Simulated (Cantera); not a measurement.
A closed system holds: 1 mol CaCO3, 0.033 mol CO2, 2.6 mol H2O, equilibrated at 425 °C and 0.0910 bar.

Equilibrium computed with Cantera from the NASA thermochemical tables; the gas is ideal and each condensed phase is pure. Candidate condensed phases: C, C6H6, C7H8, C8H18, Ca, CaCO3, CaO, Ca(OH)2, H2O; 115 gas species. The numbers say what is thermodynamically allowed, not how fast it happens.

Problem. What is the equilibrium state?

Solution. 
```
Quantity                                    Value
--------------------------------------  ---------
x(H2O)                                      0.987
x(CO2)                                     0.0125
n(CaCO3(calcite))                        1.00 mol
gas amount                              2.633 mol
log10 activity of Ca(OH)2(s) (absent)       -2.35
log10 activity of C(graphite) (absent)     -21.21
log10 activity of Ca(s) (absent)           -38.55
```
